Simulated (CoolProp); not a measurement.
Properties of m-xylene along the isotherm 109.85 °C.

Computed with CoolProp (reference Helmholtz-energy equation of state, Zhou 2012).

| p (kPa) | phase | density (kg/m³) | cp (kJ/(kg K)) | Joule-Thomson coefficient (K/MPa) | isothermal compressibility (1/MPa) | conductivity (mW/(m K)) |
|---|---|---|---|---|---|---|
| 3530 | liquid | 788.1 | 1.998 | -0.3520 | 0.001571 | 110 |
| 7070 | liquid | 792.4 | 1.991 | -0.3616 | 0.001479 | 111 |
| 10600 | liquid | 796.4 | 1.985 | -0.3699 | 0.001398 | 113 |
| 14100 | liquid | 800.2 | 1.980 | -0.3772 | 0.001327 | 115 |
| 17700 | liquid | 803.9 | 1.975 | -0.3839 | 0.001263 | 116 |
| 21200 | liquid | 807.4 | 1.971 | -0.3897 | 0.001206 | 118 |
| 24700 | liquid | 810.8 | 1.967 | -0.3950 | 0.001155 | 119 |
| 28300 | liquid | 814.1 | 1.963 | -0.3999 | 0.001108 | 121 |
| 31800 | liquid | 817.2 | 1.960 | -0.4042 | 0.001066 | 122 |
| 35300 | liquid | 820.2 | 1.957 | -0.4081 | 0.001027 | 123 |

Thermal conductivity comes from a separate model (Mylona 2014).
